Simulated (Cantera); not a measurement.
Cantera run:

```python
import numpy as np
import cantera as ct

gas_names = """
    B BH BH2 BH3 BN BO BO2 B2 B2O B2O2 B2O3 B3O3H3 H HBO HBO2 HNO HNO2 HNO3 HO2 H2 H2O H2O2 H3B3O6 N NH
    NH2 NH3 NH2OH NO NO2 NO3 N2 N2H2 N2H4 N2O O OH O2 O3
""".split()
cond_names = """
    B(b) B(L) BN(s) B2O3(L) B3O3H3(cr) H2O(s) H2O(L)
""".split()


# ... load() reads the species with a 1 bar reference pressure and builds the phases ...
atoms = {
    'B2O3': {'B': 2, 'O': 3},
    'O2': {'O': 2},
    'N2': {'N': 2},
    'NH3': {'N': 1, 'H': 3},
}
top_T = {'BN(s)': 3200}  # K; cautious upper limits of use, not melting points


# ... equilibrate(T, P, feed) seeds the gas with the atoms and calls Mixture.equilibrate('TP', solver="vcs", rtol=1e-11, max_steps=5000) ...
results = []
feed = {'B2O3': 1, 'O2': 0.34, 'N2': 42, 'NH3': 2}  # mol
P = 10000  # Pa
for T in [1275, 1350, 1425, 1500, 1575, 1650, 1725, 1800, 1875]:
    mix = equilibrate(T, P, feed)
    results.append((T, P, feed, dict(zip(mix.species_names, mix.species_moles))))
    x = sorted(zip(gas.X, gas.species_names), reverse=True)
    print(f"T = {T:g} K  P = {P:g} Pa  gas = {mix.phase_moles(0):.4g} mol")
    print("   x: " + "  ".join(f"{s} {v:.3e}" for v, s in x if v > 0.001))
    print("   condensed (mol): " + ("  ".join(f"{mix.phase(i).name} {mix.phase_moles(i):.4g}"
          for i in range(1, mix.n_phases) if mix.phase_moles(i) > 1e-12) or "none"))
```

Output:

```
T = 1275 K  P = 10000 Pa  gas = 46.02 mol
   x: N2 9.344e-01  H2 5.041e-02  H2O 1.434e-02
   condensed (mol): B2O3(L) 0.9799
T = 1350 K  P = 10000 Pa  gas = 46.05 mol
   x: N2 9.338e-01  H2 5.038e-02  H2O 1.375e-02  HBO2 2.033e-03
   condensed (mol): B2O3(L) 0.9526
T = 1425 K  P = 10000 Pa  gas = 46.1 mol
   x: N2 9.327e-01  H2 5.032e-02  H2O 1.261e-02  HBO2 4.270e-03
   condensed (mol): B2O3(L) 0.8993
T = 1500 K  P = 10000 Pa  gas = 46.19 mol
   x: N2 9.308e-01  H2 5.020e-02  H2O 1.075e-02  HBO2 7.952e-03
   condensed (mol): B2O3(L) 0.8057
T = 1575 K  P = 10000 Pa  gas = 46.35 mol
   x: N2 9.278e-01  H2 4.997e-02  HBO2 1.303e-02  H2O 8.188e-03
   condensed (mol): B2O3(L) 0.6531
T = 1650 K  P = 10000 Pa  gas = 46.6 mol
   x: N2 9.227e-01  H2 4.952e-02  HBO2 1.866e-02  H2O 5.376e-03  B2O3 3.479e-03
   condensed (mol): B2O3(L) 0.3975
T = 1725 K  P = 10000 Pa  gas = 47 mol
   x: N2 9.148e-01  H2 4.866e-02  HBO2 2.275e-02  B2O3 9.553e-03  H2O 3.430e-03
   condensed (mol): none
T = 1800 K  P = 10000 Pa  gas = 47.01 mol
   x: N2 9.147e-01  H2 4.842e-02  HBO2 2.227e-02  B2O3 9.690e-03  H2O 3.768e-03
   condensed (mol): none
T = 1875 K  P = 10000 Pa  gas = 47.01 mol
   x: N2 9.146e-01  H2 4.811e-02  HBO2 2.181e-02  B2O3 9.785e-03  H2O 4.115e-03
   condensed (mol): none
```

Method: chemical equilibrium by Gibbs-energy minimisation in Cantera with the NASA 1993 tables (ideal gas, pure condensed phases). Gases not in the tables: H3BO3.
